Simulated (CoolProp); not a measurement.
The fluid at 298.15 K and 0.196 MPa is throttled through a valve to 0.0108 MPa with no heat exchange. The same conditions are run with several fluids, on thermodynamics alone (safety and materials aside).

The numbers come from the reference Helmholtz-energy equation of state of each fluid (propyne: Polt 1992; R13: Platzer 1990; chlorine: Thol 2021; carbon dioxide: Span 1996; cyclopropane: Polt 1992) in CoolProp. The equations of Platzer and Polt are older, rougher fits.

Problem. Rank propyne, R13, chlorine, carbon dioxide, cyclopropane by temperature change (K), highest first.

Solution. carbon dioxide (-2.0), R13 (-2.1), propyne (-4.5), cyclopropane (-4.6), chlorine (-5.6)

```tsv
fluid	final density (kg/m³)
propyne	0.178
R13	0.459
chlorine	0.315
carbon dioxide	0.193
cyclopropane	0.187
```
